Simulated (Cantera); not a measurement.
An isothermal, constant-pressure homogeneous reactor starts with H2 : O2 = 0.011 : 0.15 (molar parts), equivalence ratio 0.037, at 1450 K and 440 Pa.

Cantera simulation using the H2/O2 subset of GRI-Mech 3.0, which has no nitrogen chemistry; the numbers are that mechanism's predictions, not measurements. Radical loss at walls, strong at low pressure, is not modelled. The temperature is held fixed by assumption; the heat of reaction is taken as removed at once.

One state of this run: x H2 = 0.00119; x O2 = 0.887; x H2O2 = 1.92e-8; x H2O = 0.0606; x O = 0.0369; x H = 0.00638; x OH = 0.00778. x: mole fraction; the columns are a selection and need not sum to one.

Which value of t (s) does it belong to?
A. 2.00e-5
B. 1.33
C. 3.64
D. 0.176

D, 0.176
